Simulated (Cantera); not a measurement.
## Equilibrium for silicon etching in halogen gases: Si + F2 + N2

Feed: 1 mol Si, 1.9 mol F2, 2.6 mol N2.

Equilibrium computed with Cantera from the NASA thermochemical tables; the gas is ideal and each condensed phase is pure. Candidate condensed phases: Si, Si3N4; 16 gas species. N2 is the only nitrogen source here; it is nearly inert below about 1500 K, so the nitride shown seldom forms there in practice. The tables' values for SiF2, SiF3 are old estimates. Kinetics and transport are ignored.

Problem. Map the stable condensed phases over T = 500, 600, 700, 800, 900, 1000, 1100, 1200, 1300, 1400 K and P in Pa = 1, 3.6, 13, 46, 170, 600, 2200, 7700, 28000, 100000.

Solution. 
```
T in K \ P in Pa
              1    3.6     13     46    170    600   2200   7700  28000 100000
   1400       A      A      A      A      B      B      B      B      B      B
   1300       A      A      B      B      B      B      B      B      B      B
   1200       B      B      B      B      B      B      B      B      B      B
   1100       B      B      B      B      B      B      B      B      B      B
   1000       B      B      B      B      B      B      B      B      B      B
    900       B      B      B      B      B      B      B      B      B      B
    800       B      B      B      B      B      B      B      B      B      B
    700       B      B      B      B      B      B      B      B      B      B
    600       B      B      B      B      B      B      B      B      B      B
    500       B      B      B      B      B      B      B      B      B      B
```
A: gas only; B: Si3N4.
